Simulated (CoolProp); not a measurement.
Saturation properties of R1123 (Tc = 58.6 °C, pc = 4.549 MPa, ω = 0.243).

The numbers come from the reference Helmholtz-energy equation of state, Akasaka 2020 in CoolProp.

```json
[
 {"T (°C)": "-59.65", "p (MPa)": "0.1099", "liquid density (kg/m³)": "1340", "enthalpy of vaporisation (kJ/kg)": "224.5", "liquid cp (kJ/(kg K))": "1.284"},
 {"T (°C)": "-54.05", "p (MPa)": "0.1448", "liquid density (kg/m³)": "1322", "enthalpy of vaporisation (kJ/kg)": "___", "liquid cp (kJ/(kg K))": "1.294"},
 {"T (°C)": "-48.45", "p (MPa)": "0.1877", "liquid density (kg/m³)": "1304", "enthalpy of vaporisation (kJ/kg)": "216.1", "liquid cp (kJ/(kg K))": "___"},
 {"T (°C)": "-42.75", "p (MPa)": "0.2409", "liquid density (kg/m³)": "1285", "enthalpy of vaporisation (kJ/kg)": "211.7", "liquid cp (kJ/(kg K))": "1.319"},
 {"T (°C)": "-37.15", "p (MPa)": "0.3037", "liquid density (kg/m³)": "1266", "enthalpy of vaporisation (kJ/kg)": "207.2", "liquid cp (kJ/(kg K))": "1.334"},
 {"T (°C)": "-31.55", "p (MPa)": "0.3783", "liquid density (kg/m³)": "1247", "enthalpy of vaporisation (kJ/kg)": "202.5", "liquid cp (kJ/(kg K))": "1.350"},
 {"T (°C)": "-25.85", "p (MPa)": "0.4677", "liquid density (kg/m³)": "1226", "enthalpy of vaporisation (kJ/kg)": "197.5", "liquid cp (kJ/(kg K))": "1.368"},
 {"T (°C)": "-20.25", "p (MPa)": "0.5701", "liquid density (kg/m³)": "___", "enthalpy of vaporisation (kJ/kg)": "192.5", "liquid cp (kJ/(kg K))": "1.388"},
 {"T (°C)": "-14.65", "p (MPa)": "0.6885", "liquid density (kg/m³)": "1184", "enthalpy of vaporisation (kJ/kg)": "187.2", "liquid cp (kJ/(kg K))": "1.411"},
 {"T (°C)": "-8.95", "p (MPa)": "0.8270", "liquid density (kg/m³)": "1161", "enthalpy of vaporisation (kJ/kg)": "181.5", "liquid cp (kJ/(kg K))": "1.438"},
 {"T (°C)": "-3.35", "p (MPa)": "0.9823", "liquid density (kg/m³)": "1138", "enthalpy of vaporisation (kJ/kg)": "175.6", "liquid cp (kJ/(kg K))": "1.468"},
 {"T (°C)": "2.25", "p (MPa)": "1.158", "liquid density (kg/m³)": "1113", "enthalpy of vaporisation (kJ/kg)": "169.3", "liquid cp (kJ/(kg K))": "1.503"},
 {"T (°C)": "7.95", "p (MPa)": "1.360", "liquid density (kg/m³)": "1087", "enthalpy of vaporisation (kJ/kg)": "162.5", "liquid cp (kJ/(kg K))": "1.546"}
]
```

Fill in the missing entries.


- -54.05, enthalpy of vaporisation (kJ/kg): 220.4
- -48.45, liquid cp (kJ/(kg K)): 1.306
- -20.25, liquid density (kg/m³): 1205

It boils at -61.2 °C under 1 atm.
